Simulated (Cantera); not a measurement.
Input (Python, Cantera) and output of one run.

```python
import numpy as np
import cantera as ct

gas_names = """
    C CN CO CO2 C2 CCN CNC C2N2 C2O C3 C3O2 C4 C4N2 C5 N NCO NO NO2 NO3 N2 N2O O O2 O3 Si SiC SiC2 SiN
    SiO SiO2 Si2 Si2C Si2N Si3
""".split()
cond_names = """
    C(gr) Si(cr) Si(L) SiC(b) SiO2(Lqz) SiO2(hqz) SiO2(L) Si2N2O(s) Si3N4(a)
""".split()


def load(file, names, dense=False):
    # The tables refer to 1 bar. Condensed volumes are neglected.
    table = {s.name: s for s in ct.Species.list_from_file(file)}
    out = []
    for n in names:
        d = dict(table[n].input_data)
        d["thermo"] = dict(d["thermo"], **{"reference-pressure": 1e5})
        if dense:
            d["equation-of-state"] = {"model": "constant-volume", "density": "1e6 g/cm^3"}
        out.append(ct.Species.from_dict(d))
    return out


gas = ct.Solution(thermo="ideal-gas", species=load("nasa_gas.yaml", gas_names))
cond = {s.name: ct.Solution(thermo="fixed-stoichiometry", species=[s], name=s.name)
        for s in load("nasa_condensed.yaml", cond_names, dense=True)}
atoms = {
    'Si3N4': {'Si': 3, 'N': 4},
    'N2O': {'N': 2, 'O': 1},
    'N2': {'N': 2},
    'CO2': {'C': 1, 'O': 2},
}
top_T = {'C(gr)': 4500, 'SiC(b)': 3050, 'Si2N2O(s)': 2100, 'Si3N4(a)': 2400}  # K; cautious upper limits of use, not melting points


def equilibrate(T, P, feed):
    n = {}
    for name, mol in feed.items():
        for a, k in atoms[name].items():
            n[a] = n.get(a, 0.0) + k * mol
    gas.TPX = T, P, n
    mass = sum(n.values()) * gas.mean_molecular_weight
    gas.equilibrate("TP")
    valid = [c for c in cond.values() if c.min_temp <= T <= top_T.get(c.name, c.max_temp)]
    mix = ct.Mixture([(gas, mass / gas.mean_molecular_weight)] + [(c, 0.0) for c in valid])
    mix.T, mix.P = T, P
    mix.equilibrate("TP", solver="vcs", rtol=1e-11, max_steps=5000)
    return mix


results = []
feed = {'Si3N4': 1, 'N2O': 0.21, 'N2': 150, 'CO2': 1.5}  # mol
T = 1475  # K
for P in [0.1, 0.6, 3.6, 22, 130, 770, 4600, 28000, 170000, 1000000]:
    mix = equilibrate(T, P, feed)
    results.append((T, P, feed, dict(zip(mix.species_names, mix.species_moles))))

top = {s: max(r[3][s] / sum(r[3][g] for g in gas_names) for r in results) for s in gas_names}
cols = sorted((s for s in top if top[s] > 1e-06), key=lambda s: -top[s])[:6]
seen = [c for c in cond_names if any(r[3].get(c, 0) > 1e-12 for r in results)]
print("log10 of partial pressures in bar; condensed amounts in mol")
print(f"{'P/Pa':>10s}" + "".join(f"{s[:9]:>10s}" for s in cols + seen))
for T, P, feed, n in results:
    ng = sum(n[g] for g in gas_names)
    print(f"{P:10.4g}" + "".join(f"{np.log10(max(n[s] / ng * P / 1e5, 1e-99)):10.3f}" for s in cols)
          + "".join(f"{n.get(c, 0):10.4g}" for c in seen))
```

Result:

```
log10 of partial pressures in bar; condensed amounts in mol
      P/Pa        N2       SiO        CO        Si       CO2       SiN    SiC(b) SiO2(hqz) Si2N2O(s)
       0.1    -6.010    -7.840    -8.209    -8.860   -17.936   -11.709    0.5368         0         0
       0.6    -5.231    -7.045    -7.472    -8.830   -16.434   -11.290    0.6257         0         0
       3.6    -4.453    -6.264    -6.702    -8.825   -14.888   -10.895    0.6417         0         0
        22    -3.663    -6.161    -5.672    -9.289   -13.292   -10.964   0.01971         0      1.25
       130    -2.892    -5.447    -4.894   -10.774   -10.314   -12.064         0         0      1.29
       770    -2.118    -5.243    -4.121   -11.752    -8.358   -12.655         0    0.1022     1.392
      4600    -1.342    -5.502    -3.344   -12.270    -7.323   -12.785         0    0.1364     1.427
   2.8e+04    -0.557    -5.763    -2.559   -12.793    -6.277   -12.916         0    0.1395      1.43
   1.7e+05     0.226    -6.024    -1.776   -13.315    -5.233   -13.046         0    0.1396      1.43
     1e+06     0.996    -6.281    -1.007   -13.828    -4.207   -13.174         0    0.1394      1.43
```

Cantera equilibrium calculation (NASA polynomials, part measured and part estimated; ideal gas, pure solids and liquids). Mutual solubility and eutectic melting of coexisting phases are not modelled. The tables hold silica as quartz up to 1696 K and as liquid above; real silica turns to tridymite and cristobalite and melts near 1996 K.
